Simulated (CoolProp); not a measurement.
Vapour-liquid equilibrium of R134a (1) + R152A (2) at 1180 kPa; x and y are mole fractions of (1).

Values from CoolProp's multi-fluid Helmholtz-energy mixture model, Tillner-Roth 1994 and Outcalt 1996; pair parameters Lemmon 2004.

| x | bubble temperature (°C) | y at the bubble point | dew temperature at overall composition x (°C) | liquid density (mol/L) |
|---|---|---|---|---|
| 0.05 | 50.0 | 0.052 | 50.0 | 12.47 |
| 0.125 | 49.8 | 0.130 | 49.8 | 12.31 |
| 0.2 | 49.6 | 0.209 | 49.6 | 12.16 |
| 0.275 | 49.4 | 0.287 | 49.4 | 12.02 |
| 0.35 | 49.1 | 0.366 | 49.2 | 11.89 |
| 0.425 | 48.8 | 0.443 | 48.9 | 11.76 |
| 0.5 | 48.5 | 0.521 | 48.6 | 11.64 |
| 0.575 | 48.1 | 0.597 | 48.2 | 11.53 |
| 0.65 | 47.7 | 0.672 | 47.8 | 11.43 |
| 0.725 | 47.3 | 0.745 | 47.4 | 11.32 |
| 0.8 | 46.9 | 0.817 | 47.0 | 11.23 |
| 0.875 | 46.5 | 0.887 | 46.5 | 11.14 |
| 0.95 | 46.0 | 0.956 | 46.0 | 11.05 |

No azeotrope shows between x = 0.05 and 0.95.

Pair parameters are fitted to limited data, so mixtures are less certain than the pure fluids.
